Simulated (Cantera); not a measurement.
Feed: 1 mol TiC, 0.29 mol C, 0.15 mol H2, held at 2150 K and 13300 Pa.

Method: chemical equilibrium by Gibbs-energy minimisation in Cantera with the NASA 1993 tables (ideal gas, pure condensed phases). Candidate condensed phases: C, C6H6, C7H8, C8H18, Ti, TiC; 77 gas species. TiC: taken at fixed stoichiometry. Kinetics and transport are ignored.

Base state: H2 0.987, H 0.0115, C2H2 (acetylene) 0.00191, CH4 3.81e-5 (mole fractions); condensed: C(graphite) + TiC(s).

What changes in the equilibrium state with this change: temperature from 2150 K to 1750 K?


| species | before | after |
|---|---|---|
| H2 | 0.987 | 0.999 |
| H | 0.0115 | 0.000637 |
| CH4 | 3.81e-5 | 0.000122 |
| C2H2 (acetylene) | 0.00191 | 0.000115 |
| C(graphite), mol | 0.289 | 0.290 |
| TiC(s), mol | 1.00 | 1.00 |
